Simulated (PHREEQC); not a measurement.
Metal-bearing waste water with single salt, acid or base: speciation

Solution A (71 mmol/kgw FeCl3, 0.25 mmol/kgw H3AsO4, 1.1 mmol/kgw NaF and 0.12 mmol/kgw NaCl) is mixed with solution B (13 mmol/kgw NH4Cl) at 25 °C; shares are by mass of water, 1 kg in all. O2 is buffered at 0.21 atm. The system is closed to CO2. Slow redox steps are shut off: ammonium isn't oxidised. Names ending in (a), (am) or -a are amorphous solids. Only these solids could form: Fe(OH)3(a), Scorodite, Halite.

All values are PHREEQC results (ion-association model, wateq4f.dat), not measurements.

Task: Predict pH, H3AsO4 (mol/kgw) at share of solution B = 0.2, 0.8.

Result: 
| share of solution B | pH | H3AsO4 (mol/kgw) |
|---|---|---|
| 0.2 | 1.94 | 0.000123 |
| 0.8 | 2.27 | 2.28e-5 |

The database's scorodite may be far more soluble than the real mineral, and it has no iron arsenate complexes; the constant wasn't checked at its source. Fluoro complexes past AlF4- and FeF3 are missing from the database.
